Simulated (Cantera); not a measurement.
A closed system holds: 1 mol CH2F2, 2.5 mol H2, at 0.00133 bar.

Method: chemical equilibrium by Gibbs-energy minimisation in Cantera with the NASA 1993 tables (ideal gas, pure condensed phases). Candidate condensed phases: C, C6H6, C7H8, C8H18; 95 gas species. The numbers say what is thermodynamically allowed, not how fast it happens.

**Question.** Which condensed phases are stable at each of these points (T (K)): 2575, 2600, 2625, 2650, 2675, 2700, 2725, 2750, 2775, 2800, 2825, 2850, 2875?

**Answer.** 
```
T (K)  condensed phases  C condensed (%)
-----  ----------------  ---------------
2575        C(graphite)             93.3
2600        C(graphite)             92.0
2625        C(graphite)             90.3
2650        C(graphite)             87.8
2675        C(graphite)             84.5
2700        C(graphite)             79.9
2725        C(graphite)             73.7
2750        C(graphite)             65.1
2775        C(graphite)             53.3
2800        C(graphite)             37.1
2825        C(graphite)             15.0
2850           gas only              0.0
2875           gas only              0.0
```

From 2575 K to 2825 K the condensed part is C(graphite). From 2850 K to 2875 K nothing is condensed.
